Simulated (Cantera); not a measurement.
A closed system holds: 1 mol Si(CH₃)₄, 1.5 mol HCl, 1.5 mol H₂, 0.031 mol C₂H₄, equilibrated at 2450 K and 43.0 mbar.

These are equilibrium values from Cantera (NASA tables, ideal gas, pure condensed phases), not measurements of a reactor. Candidate condensed phases: C, C₆H₆, C₇H₈, C₈H₁₈, Si, SiC; 109 gas species. The tables' values for SiCl, SiCl₃ are old estimates; treat these amounts as uncertain. Gases not in the tables: Si₂H₆ and higher silanes. Kinetics and transport are ignored.

Base state: H₂ 0.741, HCl 0.127, H 0.0834, Si 0.0160, Cl 0.0102, SiCl₂ 0.00711, C₂H₂ (acetylene) 0.00646, SiC₂ 0.00359 (mole fractions); condensed: C(graphite) + SiC(s).

### Question
What changes in the equilibrium state with this change: temperature from 2450 K to 1748 K?

### Answer
```tsv
species	before	after
H₂	0.741	0.835
HCl	0.127	0.161
SiCl₂	0.00711	0.00195
H	0.0834	0.00101
Si	0.0160	6.38e-7
Cl	0.0102	0.000150
SiC₂	0.00359	6.80e-9
Si₂C	0.00201	5.09e-9
C(graphite), mol	3.18	3.08
SiC(s), mol	0.665	0.982
```
The tables' values for SiCl₃ are old estimates; treat these amounts as uncertain.
